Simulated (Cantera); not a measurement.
Charge: 1 mol B₂O₃, a varied amount of F₂, 10 mol N₂, equilibrated at 1225 K and 17.0 Pa.

Cantera equilibrium calculation (NASA polynomials, part measured and part estimated; ideal gas, pure solids and liquids). Candidate condensed phases: B, BN, B₂O₃; 31 gas species. Rates play no part.

Question: At 12 mol F₂, list the 4 most abundant gas species with their mole fractions, and the condensed phases.

Answer: F 0.571, N₂ 0.317, BF₃ 0.0635, O₂ 0.0476. Condensed: gas only.
